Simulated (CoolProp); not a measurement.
Ammonia along the isobar 8.31 MPa: Z from the reference equation and from simpler models built on Tc = 405.6 K, pc = 11.36 MPa, ω = 0.256; each cubic takes its own stable root.

Values from CoolProp's reference Helmholtz-energy equation of state, Gao 2020.

| T (K) | phase | reference | van der Waals | Soave-Redlich-Kwong | Peng-Robinson |
|---|---|---|---|---|---|
| 372.1 | liquid | 0.09750 | 0.1853 | 0.1298 | 0.1149 |
| 390.1 | gas | 0.5400 | 0.6656 | 0.5971 | 0.5713 |
| 408.1 | gas | 0.6637 | 0.7219 | 0.6942 | 0.6698 |
| 426.2 | gas | 0.7325 | 0.7624 | 0.7545 | 0.7311 |
| 444.2 | gas | 0.7800 | 0.7934 | 0.7978 | 0.7754 |
| 462.2 | gas | 0.8157 | 0.8184 | 0.8313 | 0.8098 |
| 480.2 | gas | 0.8437 | 0.8391 | 0.8580 | 0.8374 |
| 498.2 | gas | 0.8663 | 0.8564 | 0.8799 | 0.8602 |
| 516.2 | gas | 0.8848 | 0.8713 | 0.8980 | 0.8791 |
| 534.3 | gas | 0.9003 | 0.8841 | 0.9134 | 0.8953 |
| 552.3 | gas | 0.9133 | 0.8952 | 0.9263 | 0.9090 |
| 570.3 | gas | 0.9243 | 0.9050 | 0.9375 | 0.9208 |
